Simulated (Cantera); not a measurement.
## Equilibrium for abatement and gas-phase synthesis: H₂O + O₂

Feed: 1 mol H₂O, 0.032 mol O₂, equilibrated at 0.100 bar.

Cantera equilibrium calculation (NASA polynomials, part measured and part estimated; ideal gas, pure solids and liquids). Candidate condensed phases: H₂O; 9 gas species. Kinetics and transport are ignored.

```csv
T (K),x H₂O,x H,x H₂,x O,x OH,x O₂,x HO₂
725,0.969,<1e-12,<1e-12,<1e-12,2.41e-10,0.0310,<1e-12
925,0.969,<1e-12,1.36e-10,7.46e-12,8.09e-8,0.0310,1.07e-10
1125,0.969,2.88e-11,4.19e-8,2.57e-9,3.46e-6,0.0310,2.30e-9
1325,0.969,7.90e-9,2.33e-6,1.53e-7,4.79e-5,0.0310,1.98e-8
1525,0.969,5.06e-7,4.58e-5,3.15e-6,0.000332,0.0309,9.66e-8
1725,0.967,1.25e-5,0.000453,3.22e-5,0.00147,0.0308,3.27e-7
1925,0.961,0.000159,0.00276,0.000205,0.00478,0.0310,8.63e-7
2125,0.941,0.00123,0.0115,0.000951,0.0125,0.0331,1.97e-6
2325,0.889,0.00639,0.0337,0.00361,0.0281,0.0397,4.23e-6
2525,0.785,0.0240,0.0732,0.0118,0.0548,0.0517,8.42e-6
2725,0.618,0.0692,0.123,0.0326,0.0912,0.0660,1.44e-5
2925,0.405,0.159,0.162,0.0752,0.124,0.0747,1.93e-5
3125,0.202,0.292,0.163,0.142,0.132,0.0691,1.84e-5
```
x: gas mole fraction; nothing condenses.

From 725 K to 3125 K nothing is condensed.
